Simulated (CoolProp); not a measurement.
Saturation properties of R1234yf (Tc = 367.8 K, pc = 3.384 MPa, ω = 0.276).

Values from CoolProp's reference Helmholtz-energy equation of state, Lemmon 2022.

```
T (K)  p (MPa)  enthalpy of vaporisation (kJ/kg)  liquid cp (kJ/(kg K))  vapour Z  surface tension (mN/m)  liquid viscosity (µPa s)
-----  -------  --------------------------------  ---------------------  --------  ----------------------  ------------------------
238.6  0.08055                             183.5                  1.207    0.9611                    14.6                       311
241.9  0.09358                             181.8             (withheld)    0.9568                    14.1                (withheld)
245.3   0.1087                             180.0                  1.223    0.9520                    13.6                (withheld)
248.7   0.1256                             178.1                  1.231    0.9469                    13.0                       271
252     0.1440                             176.2                  1.240    0.9416                    12.5                       260
255.4   0.1650                             174.3                  1.249    0.9358                    12.0                       248
258.8   0.1883                             172.3                  1.258    0.9297                    11.5                (withheld)
262.1   0.2133                        (withheld)                  1.267    0.9233              (withheld)                       228
265.5   0.2417                             168.3                  1.276    0.9164                    10.5                (withheld)
```

Problem. What belongs in the gaps?

Solution. 
- 241.9, liquid cp (kJ/(kg K)): 1.215
- 241.9, liquid viscosity (µPa s): 298
- 245.3, liquid viscosity (µPa s): 284
- 258.8, liquid viscosity (µPa s): 238
- 262.1, enthalpy of vaporisation (kJ/kg): 170.4
- 262.1, surface tension (mN/m): 11.0
- 265.5, liquid viscosity (µPa s): 218

It boils at 243.7 K under 1 atm.

Viscosity comes from a separate model (Bell 2016), an estimate that may be off by 10 % or more. Surface tension comes from a separate correlation (Mulero 2012).
